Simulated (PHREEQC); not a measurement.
A solution holds 0.0014 mol HCl and 0.00031 mol MnSO4 per kg of water, at 85 °C. Closed to the air; pH follows from the charge balance.

Model: ion-association model, phreeqc.dat, run in PHREEQC.

Each row changes one thing in this solution. Precipitation was switched off in this run.

```tsv
case	pH	ionic strength (mol/kgw)	SO4-2 (mol/kgw)	HSO4- (mol/kgw)
as made	2.91	0.00238	0.000199	9.44e-5
MnSO4 replaced by (NH4)2SO4 at the same molality	2.91	0.00213	(withheld)	9.99e-5
HCl from 0.0014 to 0.0007 mol/kgw	3.21	0.00174	0.000233	5.63e-5
diluted 10-fold with water	3.87	0.000259	(withheld)	1.70e-6
HCl from 0.0014 to 0.014 mol/kgw	(withheld)	0.0147	6.43e-5	0.000243
```

Task: Complete the blanks.

Result: 
- MnSO4 replaced by (NH4)2SO4 at the same molality, SO4-2 (mol/kgw): 0.000209
- diluted 10-fold with water, SO4-2 (mol/kgw): 2.90e-5
- HCl from 0.0014 to 0.014 mol/kgw, pH: 1.91

Away from 25 °C the constants follow the database's enthalpies or fits; those with neither stay at their 25 °C values.
